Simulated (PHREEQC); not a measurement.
3.1 g of hydrous ferric oxide (600 m²/g; 0.2 weak and 0.005 strong sites per Fe, Dzombak-Morel constants, diffuse double layer) in 1 kg of water with 0.005 mol/kgw of an inert sodium salt and 0.0021 mol/kgw BaCl2 and 4.9e-05 mol/kgw H3BO3, at 25 °C; the pH is set by adding NaOH or the inert anion's acid. Oxygen alone is held at its pressure in air (log pO2 = -0.68). The system is closed to CO2. No solid was allowed to form.

Equilibrium calculation in PHREEQC: ion-association model, wateq4f.dat.

| pH | Ba sorbed (%) | B sorbed (%) | surface charge σ (C/m²) |
|---|---|---|---|
| 4 | 0.0 | 1.1 | 0.231 |
| 4.67 | 0.0 | 1.6 | 0.153 |
| 5.33 | 0.0 | 1.9 | 0.094 |
| 6 | 0.4 | 2.1 | 0.053 |
| 6.67 | 3.2 | 2.2 | 0.028 |
| 7.33 | 7.4 | 2.2 | 0.013 |
| 8 | 9.5 | 2.0 | 0.003 |
| 8.67 | 24.3 | 1.6 | -0.005 |
| 9.33 | 65.1 | 0.6 | -0.010 |
| 10 | 93.4 | 0.1 | -0.018 |
| 10.67 | 99.4 | 0.0 | -0.035 |
| 11.33 | 99.9 | 0.0 | -0.066 |
| 12 | 100.0 | 0.0 | -0.111 |

Species that the database lacks are ignored.
